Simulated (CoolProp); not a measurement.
A simple Rankine cycle with R365MFC: condensing at 291.15 K, boiler at 0.381 MPa, turbine inlet 396.1 K, turbine efficiency 0.9, pump efficiency 0.7, no recuperator. Each further row changes one setting.

The numbers come from the reference Helmholtz-energy equation of state, Lemmon 2016 in CoolProp.

| case | thermal efficiency (%) | net work (kJ/kg) | heat in (kJ/kg) | turbine exit temperature (K) | volume ratio over the turbine |
|---|---|---|---|---|---|
| as stated | ___ | ___ | 306 | 356.1 | 8.62 |
| turbine inlet 416.1 K | 12.7 | 42.0 | 330 | ___ | ___ |
| condensing temperature 283.15 K | 14.5 | 45.8 | 317 | 350.2 | 12.1 |
| boiler pressure 0.267 MPa | 11.0 | 33.9 | ___ | 363.1 | ___ |
| turbine efficiency 0.8 | 11.5 | 35.2 | 306 | 360.2 | ___ |

Q: What belongs in the gaps?

A: 
- as stated, thermal efficiency (%): 13.0
- as stated, net work (kJ/kg): 39.6
- turbine inlet 416.1 K, turbine exit temperature (K): 375.9
- turbine inlet 416.1 K, volume ratio over the turbine: 8.57
- boiler pressure 0.267 MPa, heat in (kJ/kg): 308
- boiler pressure 0.267 MPa, volume ratio over the turbine: 6.01
- turbine efficiency 0.8, volume ratio over the turbine: 8.72
